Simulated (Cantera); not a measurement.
# Equilibrium for chemical vapour transport: AlN + Cl2

Charge: 1 mol AlN, 0.12 mol Cl2, at 10000 Pa.

Equilibrium computed with Cantera from the NASA thermochemical tables; the gas is ideal and each condensed phase is pure. Candidate condensed phases: Al, AlCl3, AlN; 11 gas species. The tables' values for AlCl2 are old estimates; treat these amounts as uncertain. Kinetics and transport are ignored.

From 800 K to 1450 K the condensed part is AlN(s). The main Al-bearing gas is AlCl3 throughout.

```json
[
 {"T (K)": "800", "x AlCl3": "0.538", "x N2": "0.366", "x Al2Cl6": "0.0966", "x AlCl2": "5.44e-9", "x AlCl": "<1e-12", "n AlN(s)": "0.920"},
 {"T (K)": "850", "x AlCl3": "0.609", "x N2": "0.348", "x Al2Cl6": "0.0436", "x AlCl2": "3.90e-8", "x AlCl": "1.61e-12", "n AlN(s)": "0.920"},
 {"T (K)": "900", "x AlCl3": "0.641", "x N2": "0.340", "x Al2Cl6": "0.0192", "x AlCl2": "2.15e-7", "x AlCl": "2.60e-11", "n AlN(s)": "0.920"},
 {"T (K)": "950", "x AlCl3": "0.655", "x N2": "0.336", "x Al2Cl6": "0.00886", "x AlCl2": "9.66e-7", "x AlCl": "3.09e-10", "n AlN(s)": "0.920"},
 {"T (K)": "1000", "x AlCl3": "0.661", "x N2": "0.335", "x Al2Cl6": "0.00434", "x AlCl2": "3.71e-6", "x AlCl": "2.85e-9", "n AlN(s)": "0.920"},
 {"T (K)": "1050", "x AlCl3": "0.664", "x N2": "0.334", "x Al2Cl6": "0.00227", "x AlCl2": "1.24e-5", "x AlCl": "2.11e-8", "n AlN(s)": "0.920"},
 {"T (K)": "1100", "x AlCl3": "0.665", "x N2": "0.334", "x Al2Cl6": "0.00126", "x AlCl2": "3.73e-5", "x AlCl": "1.30e-7", "n AlN(s)": "0.920"},
 {"T (K)": "1150", "x AlCl3": "0.666", "x N2": "0.334", "x Al2Cl6": "0.000738", "x AlCl2": "0.000101", "x AlCl": "6.81e-7", "n AlN(s)": "0.920"},
 {"T (K)": "1200", "x AlCl3": "0.666", "x N2": "0.333", "x Al2Cl6": "0.000453", "x AlCl2": "0.000253", "x AlCl": "3.10e-6", "n AlN(s)": "0.920"},
 {"T (K)": "1250", "x AlCl3": "0.666", "x N2": "0.333", "x Al2Cl6": "0.000290", "x AlCl2": "0.000585", "x AlCl": "1.25e-5", "n AlN(s)": "0.920"},
 {"T (K)": "1300", "x AlCl3": "0.665", "x N2": "0.333", "x Al2Cl6": "0.000192", "x AlCl2": "0.00127", "x AlCl": "4.50e-5", "n AlN(s)": "0.920"},
 {"T (K)": "1350", "x AlCl3": "0.664", "x N2": "0.333", "x Al2Cl6": "0.000131", "x AlCl2": "0.00259", "x AlCl": "0.000147", "n AlN(s)": "0.920"},
 {"T (K)": "1400", "x AlCl3": "0.661", "x N2": "0.333", "x Al2Cl6": "9.22e-5", "x AlCl2": "0.00500", "x AlCl": "0.000441", "n AlN(s)": "0.920"},
 {"T (K)": "1450", "x AlCl3": "0.656", "x N2": "0.333", "x Al2Cl6": "6.60e-5", "x AlCl2": "0.00921", "x AlCl": "0.00122", "n AlN(s)": "0.920"}
]
```
x: gas mole fraction; n: condensed amount in mol.
